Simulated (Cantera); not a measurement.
# NO annealing gas

An isothermal, constant-pressure homogeneous reactor starts with 56.0 % NO, 42.0 % N2, 1.96 % H2O, at 1773 K and 0.0533 atm.

Model: GRI-Mech 3.0 (53 species, 325 reactions), integrated in Cantera.

```json
[
 {"t (s)": "0.000200", "x NO": "0.560", "x NO2": "1.44e-8", "x N2": "0.420", "x O2": "7.32e-10", "x O": "4.82e-7", "x N2O": "6.12e-7"},
 {"t (s)": "0.000632", "x NO": "0.560", "x NO2": "1.35e-7", "x N2": "0.420", "x O2": "6.75e-9", "x O": "9.76e-7", "x N2O": "1.92e-6"},
 {"t (s)": "0.00200", "x NO": "0.560", "x NO2": "1.20e-6", "x N2": "0.420", "x O2": "6.80e-8", "x O": "1.32e-6", "x N2O": "5.97e-6"},
 {"t (s)": "0.00632", "x NO": "0.560", "x NO2": "9.60e-6", "x N2": "0.420", "x O2": "1.01e-6", "x O": "2.50e-6", "x N2O": "1.78e-5"},
 {"t (s)": "0.0200", "x NO": "0.560", "x NO2": "2.68e-5", "x N2": "0.420", "x O2": "3.32e-5", "x O": "9.27e-6", "x N2O": "4.59e-5"},
 {"t (s)": "0.0632", "x NO": "0.560", "x NO2": "1.54e-5", "x N2": "0.420", "x O2": "0.000230", "x O": "1.23e-5", "x N2O": "7.25e-5"},
 {"t (s)": "0.200", "x NO": "0.559", "x NO2": "1.92e-5", "x N2": "0.421", "x O2": "0.000723", "x O": "1.76e-5", "x N2O": "7.33e-5"},
 {"t (s)": "0.632", "x NO": "0.555", "x NO2": "3.33e-5", "x N2": "0.422", "x O2": "0.00227", "x O": "2.64e-5", "x N2O": "7.98e-5"},
 {"t (s)": "2.00", "x NO": "0.546", "x NO2": "5.87e-5", "x N2": "0.427", "x O2": "0.00719", "x O": "4.17e-5", "x N2O": "8.21e-5"},
 {"t (s)": "6.32", "x NO": "0.515", "x NO2": "9.99e-5", "x N2": "0.443", "x O2": "0.0225", "x O": "6.78e-5", "x N2O": "7.51e-5"},
 {"t (s)": "20.0", "x NO": "0.427", "x NO2": "0.000145", "x N2": "0.486", "x O2": "0.0660", "x O": "0.000110", "x N2O": "5.11e-5"},
 {"t (s)": "63.2", "x NO": "0.246", "x NO2": "0.000130", "x N2": "0.577", "x O2": "0.157", "x O": "0.000164", "x N2O": "1.62e-5"},
 {"t (s)": "200", "x NO": "0.0628", "x NO2": "4.20e-5", "x N2": "0.669", "x O2": "0.248", "x O": "0.000203", "x N2O": "1.07e-6"}
]
```
x: mole fraction; the columns are a selection and need not sum to one.

Equilibrium at this temperature and pressure: NO 0.00412, NO2 2.92e-6, N2 0.698, O2 0.278, O 0.000214, N2O 5.19e-8 (gas phase only).
